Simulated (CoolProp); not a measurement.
Vapour-liquid equilibrium of acetone (1) + p-xylene (2) at 401.1 K; x and y are mole fractions of (1).

Values from CoolProp's multi-fluid Helmholtz-energy mixture model, Lemmon 2006 and Zhou 2012; pair parameters Bell 2016.

```csv
x,"bubble pressure, mixture model (kPa)","bubble pressure, Raoult's law (kPa)","y, mixture model","y, Raoult's law"
0.05,?,108.5,?,0.333
0.15,215.4,173.2,0.674,0.626
0.25,?,237.8,0.772,0.760
0.35,?,302.5,?,0.836
0.45,407.5,367.2,?,0.886
0.55,461.4,431.8,?,0.921
0.65,?,496.5,0.918,0.946
0.75,569.5,561.2,0.942,0.966
0.85,627.4,625.9,0.965,0.982
0.95,689.7,690.5,0.988,0.994
```

**Question.** Complete the blanks.

**Answer.** 
- 0.05, bubble pressure, mixture model (kPa): 127.7
- 0.05, y, mixture model: 0.417
- 0.25, bubble pressure, mixture model (kPa): 288.0
- 0.35, bubble pressure, mixture model (kPa): 350.8
- 0.35, y, mixture model: 0.826
- 0.45, y, mixture model: 0.864
- 0.55, y, mixture model: 0.893
- 0.65, bubble pressure, mixture model (kPa): 514.7

The largest gap from Raoult's law is +24.4 % in bubble pressure, at x = 0.15. No azeotrope shows between x = 0.05 and 0.95.

Pair parameters are fitted to limited data, so mixtures are less certain than the pure fluids.
